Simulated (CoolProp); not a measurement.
Vapour-liquid equilibrium of n-hexane (1) + benzene (2) at 268 kPa; x and y are mole fractions of (1).

Computed with CoolProp (multi-fluid Helmholtz-energy mixture model, Thol 2019 and Thol 2012; pair parameters Bell 2016).

**Question.** Give the bubble temperature and the first vapour's composition at x = 0.25, 0.35, 0.55. Is there an azeotrope?

**Answer.** x = 0.25: 381.4 K, y = 0.344; x = 0.35: 379.9 K, y = 0.438; x = 0.55: 377.8 K, y = 0.603. y crosses x between x = 0.85 and 0.95: the model has an azeotrope there.

The pair parameters rest on a limited set of measurements; away from them the model extrapolates.
